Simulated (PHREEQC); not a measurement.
0.049 g of hydrous ferric oxide (600 m²/g; 0.2 weak and 0.005 strong sites per Fe, Dzombak-Morel constants, diffuse double layer) in 1 kg of water with 0.3 mol/kgw of an inert sodium salt and 0.16 mmol/kgw ZnCl2, 0.0029 mmol/kgw SrCl2 and 0.00099 mmol/kgw PbCl2, at 25 °C; the pH is set by adding NaOH or the inert anion's acid. Oxygen is held at 0.21 atm. No CO2 enters from the air. Precipitation was switched off in this run.

Base run: PHREEQC, ion-association model, wateq4f.dat. Each further column changes one thing. The table gives Pb sorbed (%).

| pH | base | no electrostatic term (-no_edl) | background salt from 0.3 to 0.03 mol/kgw | oxide from 0.049 to 0.24 g/kgw | 1.1e-05 mol/kgw MgCl2 added |
|---|---|---|---|---|---|
| 4 | 14.0 | 14.7 | 18.2 | ___ | 14.0 |
| 4.75 | 76.0 | 79.3 | 77.9 | 95.2 | 76.0 |
| 5.12 | 92.0 | 93.7 | 92.2 | 98.7 | 92.0 |
| 5.88 | 97.8 | ___ | 97.7 | 99.7 | 97.8 |
| 6.25 | 98.2 | 98.5 | 98.1 | 99.8 | 98.2 |
| 7 | 99.0 | 99.5 | 98.9 | ___ | 99.0 |
| 7.75 | 99.3 | 99.7 | 99.0 | 100.0 | 99.3 |
| 8.12 | 99.2 | 99.7 | 98.8 | 100.0 | 99.2 |
| 8.88 | 99.0 | 99.6 | 98.8 | 100.0 | 99.0 |
| 9.25 | 99.2 | 99.7 | 99.2 | 100.0 | 99.2 |
| 10 | 99.5 | 99.5 | 99.6 | 100.0 | 99.5 |

Some entries are withheld; supply them.


- 4, oxide from 0.049 to 0.24 g/kgw: 44.8
- 5.88, no electrostatic term (-no_edl): 98.0
- 7, oxide from 0.049 to 0.24 g/kgw: 99.9

In at least one series the solution becomes supersaturated in solids that the run did not let form, among them Zn(OH)2-a, Pb(OH)2.
